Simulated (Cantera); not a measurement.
Charge: 1 mol Mg(OH)2, 0.29 mol C, 0.85 mol CO2, at 0.680 bar.

Method: chemical equilibrium by Gibbs-energy minimisation in Cantera with the NASA 1993 tables (ideal gas, pure condensed phases). Candidate condensed phases: C, C6H6, C7H8, C8H18, H2O, Mg, MgCO3, MgO, Mg(OH)2; 116 gas species. Equilibrium is a limit: real reactors are often held back by kinetics, nucleation or transport.

### Question
Which condensed phases are stable at each of these points (T (K)): 598, 748, 898, 1048, 1198, 1348, 1498, 1648, 1798, 1948, 2098?

### Answer
| T (K) | condensed phases | Mg condensed (%) |
|---|---|---|
| 598 | MgCO3(s) + MgO(s) | 100.0 |
| 748 | MgO(s) | 100.0 |
| 898 | MgO(s) | 100.0 |
| 1048 | MgO(s) | 100.0 |
| 1198 | MgO(s) | 100.0 |
| 1348 | MgO(s) | 100.0 |
| 1498 | MgO(s) | 100.0 |
| 1648 | MgO(s) | 100.0 |
| 1798 | MgO(s) | 100.0 |
| 1948 | MgO(s) | 100.0 |
| 2098 | MgO(s) | 100.0 |

At 598 K the condensed part is MgCO3(s) + MgO(s). From 748 K to 2098 K the condensed part is MgO(s).
